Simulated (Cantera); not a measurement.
Feed: 1 mol SiCl4, 0.73 mol Cl2, 0.88 mol H2, held at 1225 K and 22.0 bar.

Method: chemical equilibrium by Gibbs-energy minimisation in Cantera with the NASA 1993 tables (ideal gas, pure condensed phases). Candidate condensed phases: Si; 19 gas species. The tables' values for SiCl3 are old estimates; treat these amounts as uncertain. Equilibrium is a limit: real reactors are often held back by kinetics, nucleation or transport.

Task: What is the equilibrium state?

Result: 
| Property | Value |
|---|---|
| x(HCl) | 0.561 |
| x(SiCl4) | 0.382 |
| x(H2) | 0.0562 |
| x(SiHCl3) | 0.00119 |
| x(SiCl3) | 0.000196 |
| gas amount | 2.610 mol |
| log10 activity of Si(s) (absent) | -7.23 |
